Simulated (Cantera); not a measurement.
A Cantera script and what it prints.

```python
import numpy as np
import cantera as ct

gas_names = """
    B BN B2 N N2
""".split()
cond_names = """
    B(b) B(L) BN(s)
""".split()


# ... load() reads the species with a 1 bar reference pressure and builds the phases ...
atoms = {
    'B': {'B': 1},
    'N2': {'N': 2},
}
top_T = {'BN(s)': 3200}  # K; cautious upper limits of use, not melting points


# ... equilibrate(T, P, feed) seeds the gas with the atoms and calls Mixture.equilibrate('TP', solver="vcs", rtol=1e-11, max_steps=5000) ...
results = []
feed = {'B': 1, 'N2': 1.2}  # mol
T = 1675  # K
P = 24  # Pa
mix = equilibrate(T, P, feed)
results.append((T, P, feed, dict(zip(mix.species_names, mix.species_moles))))
x = sorted(zip(gas.X, gas.species_names), reverse=True)
print(f"T = {T:g} K  P = {P:g} Pa  gas = {mix.phase_moles(0):.4g} mol")
print("   x: " + "  ".join(f"{s} {v:.3e}" for v, s in x if v > 1e-05))
print("   condensed (mol): " + ("  ".join(f"{mix.phase(i).name} {mix.phase_moles(i):.4g}"
      for i in range(1, mix.n_phases) if mix.phase_moles(i) > 1e-12) or "none"))
```

It prints:

```
T = 1675 K  P = 24 Pa  gas = 0.7 mol
   x: N2 1.000e+00
   condensed (mol): BN(s) 1
```

Equilibrium computed with Cantera from the NASA thermochemical tables; the gas is ideal and each condensed phase is pure.
